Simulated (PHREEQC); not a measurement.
Dissolve 0.11 mol FeCl3, 0.0001 mol ZnCl2, 0.022 mol HCl and 0.0025 mol NaCl per kg of water at 25 °C. Closed to the air; pH follows from the charge balance.

The numbers come from PHREEQC with the ion-association model, phreeqc.dat.

```
quantity                    before     after
--------------------------  ------  --------
pH                            1.64      2.23
ionic strength (mol/kgw)     0.422    0.0572
Cl- (mol/kgw)                0.264    0.0334
FeCl+2 (mol/kgw)            0.0596   0.00184
Fe+3 (mol/kgw)              0.0271   0.00445
FeCl2+ (mol/kgw)            0.0154  0.000121
SI of Fe(OH)3(a) (Fe(OH)3)   -2.57     -1.20
SI of Goethite (FeOOH)       +3.33     +4.69
```

Problem. Name the change that produced these shifts.
A) diluted 10-fold with water
B) diluted 2-fold with water
C) HCl from 0.022 to 0.011 mol/kgw
D) diluted 5-fold with water

Solution. A, diluted 10-fold with water

No solid was allowed to form. Some of these states are supersaturated (in Hematite (slow to form), Goethite (slow to form), for instance).
